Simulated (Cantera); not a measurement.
Input: 1 mol c-C₄F₈, 2.3 mol H₂, held at 17.0 mbar.

Cantera equilibrium calculation (NASA polynomials, part measured and part estimated; ideal gas, pure solids and liquids). Candidate condensed phases: C, C₆H₆, C₇H₈, C₈H₁₈; 95 gas species. The feed counts by its element totals alone. Condensed phases not in the tables: fluorocarbon polymer. Gases not in the tables: C₂F₆ and larger saturated fluorocarbons. Equilibrium is a limit: real reactors are often held back by kinetics, nucleation or transport.

log p: log10 of the partial pressure in bar; n: condensed amount in mol.

| T (K) | log p HF | log p CF₄ | log p CF₂ | log p F | n C(graphite) |
|---|---|---|---|---|---|
| 875 | -1.84 | -2.58 | -12.67 | <-13 | 3.15 |
| 1025 | -1.84 | -2.58 | -10.20 | -11.45 | 3.15 |
| 1175 | -1.84 | -2.58 | -8.36 | -9.40 | 3.15 |
| 1325 | -1.84 | -2.58 | -6.95 | -7.80 | 3.15 |
| 1475 | -1.84 | -2.58 | … | … | 3.15 |
| 1625 | -1.84 | -2.58 | … | … | 3.15 |
| 1775 | -1.84 | -2.59 | -4.16 | -4.64 | 3.14 |

**Question.** Complete the blanks.

**Answer.** 
- 1475, log p CF₂: -5.82
- 1475, log p F: -6.54
- 1625, log p CF₂: -4.91
- 1625, log p F: -5.50
